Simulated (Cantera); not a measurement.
Charge: 1 mol SiO₂, 25 mol H₂, 0.086 mol H₂O, equilibrated at 1900 °C and 0.100 bar.

These are equilibrium values from Cantera (NASA tables, ideal gas, pure condensed phases), not measurements of a reactor. Candidate condensed phases: H₂O, Si, SiO₂; 18 gas species. Equilibrium is a limit: real reactors are often held back by kinetics, nucleation or transport.

Base state: H₂ 0.906, H₂O 0.0412, SiO 0.0380, H 0.0145, OH 8.86e-5 (mole fractions); condensed: gas only.

Problem. What changes in the equilibrium state with this change: temperature from 1900 °C to 602 °C?

Solution. 
```csv
species,before,after
H₂,0.906,0.997
H₂O,0.0412,0.00343
SiO,0.0380,<1e-9
H,0.0145,<1e-9
OH,8.86e-5,<1e-9
"SiO₂(β-quartz), mol",0,1.00
```

Problem. What changes in the equilibrium state with this change: pressure from 0.100 bar to 1.00 bar?

Solution. 
```tsv
species	before	after
H₂	0.906	0.939
H₂O	0.0412	0.0301
SiO	0.0380	0.0267
H	0.0145	0.00468
OH	8.86e-5	2.01e-5
SiO₂(l), mol	0	0.309
```
The tables hold silica as quartz up to 1696 K and as liquid above; real silica turns to tridymite and cristobalite and melts near 1996 K. Gases not in the tables: Si(OH)₄.

Problem. What changes in the equilibrium state with this change: temperature from 1900 °C to 400 °C?

Solution. 
```json
[
 {"species": "H₂", "before": "0.906", "after": "0.997"},
 {"species": "H₂O", "before": "0.0412", "after": "0.00343"},
 {"species": "SiO", "before": "0.0380", "after": "<1e-9"},
 {"species": "H", "before": "0.0145", "after": "<1e-9"},
 {"species": "OH", "before": "8.86e-5", "after": "<1e-9"},
 {"species": "SiO₂(α-quartz), mol", "before": "0", "after": "1.00"}
]
```
